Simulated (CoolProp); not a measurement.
trans-2-butene along the isobar 55.7 bar: fugacity coefficient from the reference equation and from simpler models built on Tc = 428.6 K, pc = 40.19 bar, ω = 0.210; each cubic takes its own stable root.

Values from CoolProp's reference Helmholtz-energy equation of state, Lemmon 2005. It is a short technical equation, of lower accuracy than the large ones.

```json
[
 {"T (K)": "196", "phase": "liquid", "reference": "0.0002926", "van der Waals": "0.01620", "Redlich-Kwong": "0.0005831"},
 {"T (K)": "213.8", "phase": "liquid", "reference": "0.001088", "van der Waals": "0.02859", "Redlich-Kwong": "0.002083"},
 {"T (K)": "231.6", "phase": "liquid", "reference": "0.003200", "van der Waals": "0.04611", "Redlich-Kwong": "0.005804"},
 {"T (K)": "249.3", "phase": "liquid", "reference": "0.007816", "van der Waals": "0.06910", "Redlich-Kwong": "0.01334"},
 {"T (K)": "267.1", "phase": "liquid", "reference": "0.01664", "van der Waals": "0.09806", "Redlich-Kwong": "0.02667"},
 {"T (K)": "284.9", "phase": "liquid", "reference": "0.03157", "van der Waals": "0.1328", "Redlich-Kwong": "0.04758"},
 {"T (K)": "302.6", "phase": "liquid", "reference": "0.05440", "van der Waals": "0.1729", "Redlich-Kwong": "0.07731"},
 {"T (K)": "320.4", "phase": "liquid", "reference": "0.08707", "van der Waals": "0.2182", "Redlich-Kwong": "0.1170"},
 {"T (K)": "338.2", "phase": "liquid", "reference": "0.1307", "van der Waals": "0.2679", "Redlich-Kwong": "0.1666"},
 {"T (K)": "356", "phase": "liquid", "reference": "0.1857", "van der Waals": "0.3213", "Redlich-Kwong": "0.2256"},
 {"T (K)": "373.7", "phase": "liquid", "reference": "0.2514", "van der Waals": "0.3770", "Redlich-Kwong": "0.2920"},
 {"T (K)": "391.5", "phase": "liquid", "reference": "0.3273", "van der Waals": "0.4347", "Redlich-Kwong": "0.3648"},
 {"T (K)": "409.3", "phase": "liquid", "reference": "0.4108", "van der Waals": "0.4929", "Redlich-Kwong": "0.4409"},
 {"T (K)": "427", "phase": "liquid", "reference": "0.4977", "van der Waals": "0.5499", "Redlich-Kwong": "0.5165"}
]
```
